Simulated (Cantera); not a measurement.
Feed: 1 mol Al, 9.6 mol CO, 180 mol N2, held at 1298.15 K.

Method: chemical equilibrium by Gibbs-energy minimisation in Cantera with the NASA 1993 tables (ideal gas, pure condensed phases). Candidate condensed phases: Al, AlN, Al2O3, C; 32 gas species. The numbers say what is thermodynamically allowed, not how fast it happens.

x: gas mole fraction; n: condensed amount in mol.

| P (Pa) | x N2 | x CO | x CO2 | x Al | n AlN(s) | n Al2O3(s) | n C(graphite) |
|---|---|---|---|---|---|---|---|
| 10 | 0.949 | 0.0508 | 1.36e-9 | 2.22e-8 | 1.000 | 0 | 0 |
| 120 | 0.949 | 0.0508 | 1.64e-8 | 5.34e-10 | 1.00 | 0 | 0 |
| 1600 | 0.957 | 0.0431 | ___ | ___ | 0 | 0.500 | 1.50 |
| 19000 | 0.957 | 0.0431 | ___ | <1e-12 | 0 | 0.500 | 1.50 |
| 240000 | 0.957 | 0.0430 | 2.35e-5 | <1e-12 | 0 | 0.500 | 1.50 |
| 3000000 | 0.957 | 0.0425 | 0.000287 | <1e-12 | 0 | 0.500 | 1.55 |

Q: Fill in the missing entries.

A: 
- 19000, x CO2: 1.86e-6
- 1600, x CO2: 1.57e-7
- 1600, x Al: 1.76e-12
